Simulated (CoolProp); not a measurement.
Fluorine along the isotherm 130.9 K: fugacity coefficient from the reference equation and from simpler models built on Tc = 144.4 K, pc = 5.240 MPa, ω = 0.045; each cubic takes its own stable root.

Computed with CoolProp (reference Helmholtz-energy equation of state, de Reuck 1990).

```json
[
 {"p (MPa)": "0.0249", "phase": "gas", "reference": "0.9979"},
 {"p (MPa)": "0.0471", "phase": "gas", "reference": "0.9960"},
 {"p (MPa)": "0.0893", "phase": "gas", "reference": "0.9924"},
 {"p (MPa)": "0.169", "phase": "gas", "reference": "0.9857"},
 {"p (MPa)": "0.321", "phase": "gas", "reference": "0.9729"},
 {"p (MPa)": "0.609", "phase": "gas", "reference": "0.9486"},
 {"p (MPa)": "1.15", "phase": "gas", "reference": "0.9031"},
 {"p (MPa)": "2.19", "phase": "gas", "reference": "0.8153"},
 {"p (MPa)": "4.15", "phase": "liquid", "reference": "0.5449"},
 {"p (MPa)": "7.86", "phase": "liquid", "reference": "0.3228"}
]
```

Task: How far does each simpler model (van der Waals, Soave-Redlich-Kwong) lie from the reference over these 10 states: mean and median of the absolute difference, and the worst?

Result: 
- van der Waals: mean 5.0 %, median 0.6 %, worst +24.7 % at 130.9 K and 7.86 MPa
- Soave-Redlich-Kwong: mean 0.4 %, median 0.1 %, worst +2.0 % at 130.9 K and 7.86 MPa
